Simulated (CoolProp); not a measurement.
Values from CoolProp's reference Helmholtz-energy equation of state, Zhou 2012.

Problem. For p-xylene, give the phase and the cv (kJ/(kg K)), conductivity (mW/(m K)), fugacity coefficient at 188.65 °C and 4280 kPa; 250.25 °C and 4280 kPa.

Solution. 
- 188.65 °C and 4280 kPa: liquid; cv 1.84, conductivity 93.0, fugacity coefficient 0.0814
- 250.25 °C and 4280 kPa: liquid; cv 2.03, conductivity 84.9, fugacity coefficient 0.216

Thermal conductivity comes from a separate model (Mylona 2014).
